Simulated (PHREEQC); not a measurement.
Consider water at 25 °C with 5 mmol/kgw H2SO4, 1.2 mmol/kgw MgCl2 and 0.31 mmol/kgw CuCl2. Closed to the air; pH follows from the charge balance.

The numbers come from PHREEQC with the ion-association model, phreeqc.dat.

The ionic strength comes out as 0.0151 mol/kgw. What activity coefficients do Cl-, Mg+2, SO4-2, H+, CuCl+ get?

Cl- 0.88, Mg+2 0.63, SO4-2 0.62, H+ 0.90, CuCl+ 0.88.

No solid was allowed to form.
